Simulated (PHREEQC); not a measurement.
PHREEQC input (ion-association model, wateq4f.dat):

```
SOLUTION_MASTER_SPECIES
  An  An-  0  An  62.0  # stands for a non-complexing anion
SOLUTION_SPECIES
  An- = An-
    -log_k 0
    -gamma 3.0 0
PHASES
  Fix_H+
    H+ = H+
    -log_k 0
SOLUTION 1
  temp 25
  units mmol/kgw
  pH 7 charge
  Cl 8.2
  Zn 4.1
  F 0.005
  Na 10.005
  An 10
END
SELECTED_OUTPUT 1
  -reset false
  -pH true
  -pe true
  -ionic_strength true
  -water true
  -totals Cl F Na Zn
  -molalities Hfo_wOH Hfo_wOH2+ Hfo_wO- Hfo_sOH Hfo_sOH2+ Hfo_sO- Hfo_wF Hfo_wOHF- Hfo_sOZn+ Hfo_wOZn+
  -saturation_indices Zn(OH)2-e Zn5(OH)8Cl2 Halite ZnF2
USER_PUNCH 1
  -headings sigma psi
  10 PUNCH EDL("sigma", "Hfo"), EDL("psi", "Hfo")
PRINT
  -reset false
USE solution 1
SURFACE 1
  Hfo_wOH 0.00179775 600 0.8
  Hfo_sOH 4.49438e-05
EQUILIBRIUM_PHASES 1
  Fix_H+ -4 HAn 10
    -force_equality true
  O2(g) -0.68 10
END
# ... the last block is repeated for the other 16 points of pH, with NaOH or the acid as the point needs
```

Selected output (columns that matter, 9 of 17 rows; pH added in front):

```
pH	mu	Cl	F	Na	Zn	m_Hfo_wOH	m_Hfo_wOH2+	m_Hfo_wO-	si_Zn(OH)2-e	si_Zn5(OH)8Cl2	si_Halite	si_ZnF2	sigma	psi
4	0.022942	0.0082	1.4706e-07	0.010005	0.0040964	0.00053636	0.0012511	5.2677e-06	-6.1316	-23.966	-5.7989	-15.041	0.25658	0.17286
4.75	0.022553	0.0082	2.6157e-07	0.010005	0.0040682	0.00092553	0.00084089	2.3337e-05	-4.633	-17.973	-5.798	-14.459	0.17165	0.15272
5.5	0.022159	0.0082	6.0216e-07	0.010005	0.0039972	0.0011788	0.00049049	6.4902e-05	-3.1392	-12.002	-5.797	-13.723	0.10558	0.12842
6.25	0.021521	0.0081999	1.1428e-06	0.010561	0.0036209	0.0010374	0.00012514	0.00019702	-1.6801	-6.2047	-5.7718	-13.201	0.081142	0.11586
7	0.02108	0.0081998	2.0644e-06	0.011422	0.0032002	0.00043683	8.8449e-06	0.00049424	-0.2353	-0.4794	-5.7366	-12.739	0.08271	0.11734
7.75	0.020729	0.0081997	3.7389e-06	0.01201	0.0030272	0.00010442	3.7624e-07	0.0006639	1.2159	5.2762	-5.7146	-12.268	0.081989	0.11733
8.5	0.019429	0.0081997	4.6851e-06	0.014456	0.0030195	2.6769e-05	2.2331e-08	0.00073512	2.4457	9.9257	-5.6323	-12.331	0.069344	0.11055
9.25	0.018237	0.0081997	4.933e-06	0.017642	0.003097	1.7191e-05	8.2314e-09	0.00082245	2.8453	10.433	-5.5398	-13.375	0.036252	0.080441
10	0.018395	0.0081997	4.987e-06	0.018319	0.0031541	1.6576e-05	7.1513e-09	0.00088021	2.8797	9.1069	-5.5225	-14.831	0.013171	0.038753
```

Along this series the solution becomes supersaturated in solids that the run did not let form, among them Zn(OH)2-e, Zn5(OH)8Cl2. Complexes and solids missing from the database can't appear.
